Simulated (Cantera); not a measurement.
Mixture: CH4 : O2 : N2 = 1 : 1.11 : 4.18 (molar parts), at 10.0 bar, adiabatic and at constant volume. Ignition delay is the time to a rise of 400 K.

Computed with Cantera and GRI-Mech 3.0 (53 species, 325 reactions).

Problem. What does this change do: constant pressure in place of constant volume?

Solution. 
```tsv
quantity	before	after
delay at 1200 K	6.11 ms	6.49 ms
delay at 1300 K	1.85 ms	2.00 ms
delay at 1400 K	0.620 ms	0.676 ms
delay at 1500 K	0.224 ms	0.246 ms
delay at 1600 K	86.8 µs	95.7 µs
delay at 1700 K	36.3 µs	40.1 µs
apparent activation energy between 1500 and 1700 K	190 kJ/mol	190 kJ/mol
```
